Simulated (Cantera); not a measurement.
Transport properties of process gases

Gas mixture: 55.2 % N2, 44.8 % NO, at 3.70 bar, frozen composition.

Cantera's kinetic-theory transport with the Lennard-Jones parameters of GRI-Mech 3.0, ideal gas; thermal conductivity in the mixture-averaged form. The composition is frozen, though it would react at the higher temperatures.

```
T (K)  ρ (kg/m³)  cp (J/kg/K)  μ (µPa s)  λ (mW/m/K)     Pr  D (cm²/s) H2  D (cm²/s) OH  D (cm²/s) O
-----  ---------  -----------  ---------  ----------  -----  ------------  ------------  -----------
400         3.22         1024       22.7        32.6  0.713         0.347         0.143        0.145
650         1.98         1070       31.7        48.2  0.704         0.783         0.325        0.331
900         1.43         1132       39.4        63.0  0.707          1.34         0.560        0.570
1150        1.12         1176       46.2        76.8  0.707          2.02         0.841        0.858
1400       0.919         1208       52.5        89.8  0.706          2.79          1.17         1.19
1650       0.780         1232       58.4         102  0.705          3.67          1.53         1.56
1900       0.677         1250       63.9         113  0.705          4.63          1.93         1.97
2150       0.598         1264       69.2         124  0.705          5.68          2.37         2.42
2400       0.536         1274       74.3         134  0.704          6.82          2.85         2.90
```
D: mixture-averaged diffusion coefficient of that species in the mixture.
